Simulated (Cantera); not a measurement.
Charge: 1 mol Ti, a varied amount of CH4, at 1925 K and 0.0133 bar.

Method: chemical equilibrium by Gibbs-energy minimisation in Cantera with the NASA 1993 tables (ideal gas, pure condensed phases). Candidate condensed phases: C, C6H6, C7H8, C8H18, Ti, TiC; 77 gas species. Mutual solubility and eutectic melting of coexisting phases are not modelled. TiC: taken at fixed stoichiometry. Condensed phases not in the tables: N, O or C dissolved in the metal. Equilibrium is a limit: real reactors are often held back by kinetics, nucleation or transport.

x: gas mole fraction; n: condensed amount in mol.

```csv
n(CH4) (mol),x H2,x H,x C2H2 (acetylene),x Ti,x CH4,x CH3,x C4H2,n Ti(β),n TiC(s),n C(graphite)
0.22,0.991,0.00824,1.04e-12,0.000264,3.28e-10,5.45e-11,<1e-12,0.780,0.220,0
0.62,0.991,0.00824,1.04e-12,0.000264,3.28e-10,5.45e-11,<1e-12,0.380,0.620,0
1,0.992,0.00825,2.09e-7,5.90e-7,1.47e-7,2.44e-8,<1e-12,0,1.000,0
1.4,0.991,0.00824,0.000454,1.26e-8,6.84e-6,1.14e-6,8.30e-8,0,1.00,(withheld)
1.8,0.991,0.00824,0.000454,1.26e-8,6.84e-6,1.14e-6,8.30e-8,0,1.00,(withheld)
2.2,0.991,0.00824,0.000454,1.26e-8,6.84e-6,1.14e-6,8.30e-8,0,1.00,(withheld)
2.6,0.991,0.00824,0.000454,1.26e-8,6.84e-6,1.14e-6,8.30e-8,0,1.00,(withheld)
3,0.991,0.00824,0.000454,1.26e-8,6.84e-6,1.14e-6,8.30e-8,0,1.00,(withheld)
3.4,0.991,0.00824,0.000454,1.26e-8,6.84e-6,1.14e-6,8.30e-8,0,1.00,(withheld)
3.7,0.991,0.00824,0.000454,1.26e-8,6.84e-6,1.14e-6,8.30e-8,0,1.00,(withheld)
4.1,0.991,0.00824,0.000454,1.26e-8,6.84e-6,1.14e-6,8.30e-8,0,1.00,(withheld)
4.5,0.991,0.00824,0.000454,1.26e-8,6.84e-6,1.14e-6,8.30e-8,0,1.00,(withheld)
```

What belongs in the gaps?


- 1.4, n C(graphite): 0.397
- 1.8, n C(graphite): 0.797
- 2.2, n C(graphite): 1.20
- 2.6, n C(graphite): 1.60
- 3, n C(graphite): 1.99
- 3.4, n C(graphite): 2.39
- 3.7, n C(graphite): 2.69
- 4.1, n C(graphite): 3.09
- 4.5, n C(graphite): 3.49
